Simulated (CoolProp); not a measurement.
A closed Brayton cycle with nitrogen: compressor inlet 333.15 K and 3.1 MPa, high pressure 9.39 MPa, turbine inlet 875 K, compressor efficiency 0.8, turbine efficiency 0.9, recuperator effectiveness 0.95 (on enthalpy, no pinch check). Each further row changes one setting.

The numbers come from the reference Helmholtz-energy equation of state, Span 2000 in CoolProp.

```
case                           thermal efficiency (%)  net work (kJ/kg)  compressor to turbine work  compressor exit (K)  turbine exit (K)
-----------------------------  ----------------------  ----------------  --------------------------  -------------------  ----------------
as stated                                        26.9              65.0                        0.72                488.8             673.5
turbine inlet 825 K                              22.9              51.7                        0.76                488.8             633.3
compressor inlet 343.15 K                        24.9              60.0                        0.74                503.2             673.5
high pressure 7.98 MPa                           29.4              63.0                        0.68                462.8             700.0
recuperator effectiveness 0.5                    19.6              65.0                        0.72                488.8             673.5
```
